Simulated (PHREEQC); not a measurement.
Consider water at 25 °C with 0.011 mol/kgw H2SO4. Closed to the air; pH follows from the charge balance.

Computed with PHREEQC (ion-association model, wateq4f.dat).

This is a speciation only: nothing precipitates in the calculation.

### Question
Predict the pH.

### Answer
pH 1.83.

### Question
In which forms is S present?

### Answer
SO4-2 52 %, HSO4- 48 % of the S.
